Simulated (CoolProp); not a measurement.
The fluid at 165 K and 0.225 MPa is throttled through a valve to 0.015 MPa with no heat exchange. The same conditions are run with several fluids, on thermodynamics alone (safety and materials aside).

Values from CoolProp's reference Helmholtz-energy equation of state of each fluid (R152A: Outcalt 1996; R1224YDZ: Akasaka 2023; carbonyl sulfide: Lemmon 2006; isohexane: Lemmon 2006; propane: Lemmon 2009).

Problem. Rank R152A, R1224YDZ, carbonyl sulfide, isohexane, propane by final density (kg/m³), highest first.

Solution. R1224YDZ (1690), carbonyl sulfide (1290), R152A (1170), isohexane (765), propane (652)
